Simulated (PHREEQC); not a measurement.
A solution holds 0.007 mol NH4HCO3 per kg of water, at 25 °C. Closed to the air; pH follows from the charge balance.

Computed with PHREEQC (ion-association model, wateq4f.dat).

Each row changes one thing in this solution. No solid was allowed to form.

```csv
case,pH,ionic strength (mol/kgw),HCO3- (mol/kgw),CO2 (mol/kgw),CO3-2 (mol/kgw)
as made,7.77,0.00681,0.00674,0.000235,2.41e-5
NH4HCO3 from 0.007 to 0.0105 mol/kgw,7.77,0.0102,0.0101,0.000347,3.79e-5
temperature from 25 to 55 °C,7.34,0.00651,0.00647,___,1.29e-5
NH4HCO3 replaced by Li2CO3 at the same molality,10.94,0.0200,___,2.26e-8,0.00600
temperature from 25 to 70 °C,7.18,0.00625,0.00622,___,9.08e-6
```

Problem. What belongs in the gaps?

Solution. 
- temperature from 25 to 55 °C, CO2 (mol/kgw): 0.000520
- NH4HCO3 replaced by Li2CO3 at the same molality, HCO3- (mol/kgw): 0.000996
- temperature from 25 to 70 °C, CO2 (mol/kgw): 0.000770

Away from 25 °C the constants follow the database's enthalpies or fits; those with neither stay at their 25 °C values.
